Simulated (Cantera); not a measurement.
A diamond (100) surface in a fixed gas of H2 with x(CH4) = 0.0036, x(H) = 0.0055, x(CH3) = 0.00015, at 1325 K; coverages are run to steady state.

Detailed kinetics in Cantera: the Harris–Goodwin 1993 mechanism for the reconstructed diamond (100) surface.

One state of this run: growth (µm/h) = 1.41; θ c6HH = 0.373; θ c6H* = 0.0516; θ c6*H = 0.529; θ c6** = 0.0465; θ c6HM = 0.000198. θ: site fractions in the mechanism's names (c6HH fully hydrogenated, c6H* and c6*H radical sites, c6** diradical, c6HM methylated).

**Question.** Which value of P (Pa) does it belong to?
A) 4600
B) 650
C) 7600
D) 2800

**Answer.** A, 4600
